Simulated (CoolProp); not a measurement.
The fluid at 484.57 K and 0.163 MPa is compressed adiabatically to 0.293 MPa with isentropic efficiency 1. The same conditions are run with several fluids, on thermodynamics alone (safety and materials aside).

The numbers come from the reference Helmholtz-energy equation of state of each fluid (water: Wagner 2002; n-octane: Beckmüller 2019; p-xylene: Zhou 2012; cyclohexane: Zhou 2014) in CoolProp.

Rank water, n-octane, p-xylene, cyclohexane by work (kJ/kg), highest first.

water (140), cyclohexane (27.7), p-xylene (21.4), n-octane (19.7)

| fluid | final temperature (K) | final density (kg/m³) |
|---|---|---|
| water | 556.0 | 1.15 |
| n-octane | 494.2 | 8.80 |
| p-xylene | 498.0 | 8.06 |
| cyclohexane | 498.1 | 6.17 |
